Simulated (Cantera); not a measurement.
## Thermodynamics of carbothermic reduction, feed Fe3O4 + CO + CH4

Feed: 1 mol Fe3O4, 1 mol CO, a varied amount of CH4, held at 2125 °C and 1.50 bar.

These are equilibrium values from Cantera (NASA tables, ideal gas, pure condensed phases), not measurements of a reactor. Candidate condensed phases: C, C6H6, C7H8, C8H18, Fe, Fe(CO)5, FeO, Fe(OH)2, Fe(OH)3, Fe2O3, Fe3O4, H2O; 114 gas species. Each liquid is taken as pure. Mutual solubility and eutectic melting of coexisting phases are not modelled. The tables' stoichiometric FeO is somewhat more stable than real wüstite, so its field is too wide. FeO: taken at fixed stoichiometry. Rates play no part.

| n(CH4) (mol) | log p CO | log p H2 | log p H2O | log p CO2 | log p Fe | log p H | n FeO(l) | n Fe(l) |
|---|---|---|---|---|---|---|---|---|
| 0.3 | -0.11 | -0.79 | -0.52 | -0.61 | -2.42 | -2.20 | 2.99 | 0 |
| 0.41 | -0.09 | -0.56 | -0.57 | -0.88 | -2.13 | -2.08 | 2.99 | 0 |
| 0.55 | -0.10 | -0.39 | -0.70 | -1.18 | -1.84 | -2.00 | 2.97 | 0.00210 |
| 0.74 | -0.13 | -0.34 | -0.66 | -1.21 | -1.84 | -1.97 | 2.64 | 0.325 |
| 0.99 | -0.16 | -0.31 | -0.62 | -1.25 | -1.84 | -1.96 | 2.21 | 0.751 |
| 1.3 | -0.19 | -0.28 | -0.59 | -1.28 | -1.84 | -1.94 | 1.67 | 1.28 |
| 1.8 | -0.22 | -0.26 | -0.57 | -1.31 | -1.84 | -1.93 | 0.805 | 2.13 |
log p: log10 of the partial pressure in bar; n: condensed amount in mol.

From 0.3 mol CH4 to 0.41 mol CH4 the condensed part is FeO(l). From 0.55 mol CH4 to 1.8 mol CH4 the condensed part is Fe(l) + FeO(l). The main Fe-bearing gas is Fe throughout. The share of Fe in condensed phases is highest at 0.3 mol CH4 (99.8 %) and lowest at 1.8 mol CH4 (97.8 %).
